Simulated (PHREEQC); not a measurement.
Consider water at 45 °C with 0.032 mol NiSO4 and 0.0049 mol CuCl2 per kg of water. Closed to the air; pH follows from the charge balance.

Equilibrium calculation in PHREEQC: ion-association model, wateq4f.dat.

Question: The ionic strength comes out as 0.0879 mol/kgw. What activity coefficients do Ni(SO4)2-2, CuOH+, NiCl+, Cu2(OH)2+2, H+ get?

Answer: Ni(SO4)2-2 0.37, CuOH+ 0.77, NiCl+ 0.78, Cu2(OH)2+2 0.37, H+ 0.83.

No solid was allowed to form. Saturation is exceeded, for instance for Atacamite, Tenorite (slow to form); the values hold only as long as no solid forms. Constants without temperature data keep their 25 °C values here.
